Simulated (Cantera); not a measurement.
Charge: 1 mol Si(CH₃)₄, 0.17 mol C₃H₈, 1900 mol H₂, at 900 K and 0.100 bar.

Cantera equilibrium calculation (NASA polynomials, part measured and part estimated; ideal gas, pure solids and liquids). Candidate condensed phases: C, C₆H₆, C₇H₈, C₈H₁₈, Si, SiC; 87 gas species. The numbers say what is thermodynamically allowed, not how fast it happens.

Base state: H₂ 0.998, CH₄ 0.00184 (mole fractions); condensed: SiC(s).

Q: What changes in the equilibrium state with this change: Si(CH₃)₄ replaced by SiH₄?

A: 
```csv
species,before,after
H₂,0.998,1.000
CH₄,0.00184,4.58e-6
"SiC(s), mol",1.00,0.501
"Si(s), mol",0,0.499
```

Q: What changes in the equilibrium state with this change: temperature from 900 K to 2348.15 K?

A: 
```
species            before     after
----------------  -------  --------
H₂                  0.998     0.960
H                   <1e-9    0.0383
C₂H₂ (acetylene)    <1e-9   0.00113
CH₄               0.00184   8.35e-6
Si                  <1e-9  0.000430
SiH                 <1e-9   4.50e-5
SiH₂                <1e-9   1.66e-5
SiC(s), mol          1.00         0
```
Gases not in the tables: Si₂H₆ and higher silanes.
